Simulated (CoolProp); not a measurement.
Vapour-liquid equilibrium of n-hexane (1) + m-xylene (2) at 319.9 K; x and y are mole fractions of (1).

Computed with CoolProp (multi-fluid Helmholtz-energy mixture model, Thol 2019 and Zhou 2012; pair parameters Bell 2016).

```csv
x,bubble pressure (bar),y at the bubble point,dew pressure at overall composition x (bar),liquid density (mol/L)
0.05,0.05996,0.436,0.03730,7.900
0.125,0.1010,0.692,0.04025,7.866
0.2,0.1447,0.804,0.04371,7.830
0.275,0.1885,0.864,0.04782,7.792
0.35,0.2301,0.899,0.05280,7.751
0.425,0.2682,0.922,0.05894,7.709
0.5,0.3023,0.939,0.06671,7.665
0.575,0.3325,0.950,0.07686,7.620
0.65,0.3595,0.960,0.09071,7.574
0.725,0.3844,0.968,0.1108,7.528
0.8,0.4086,0.976,0.1424,7.482
0.875,0.4335,0.984,0.1999,7.437
0.95,0.4605,0.993,0.3313,7.392
```

No azeotrope shows between x = 0.05 and 0.95.

The pair parameters rest on a limited set of measurements; away from them the model extrapolates.
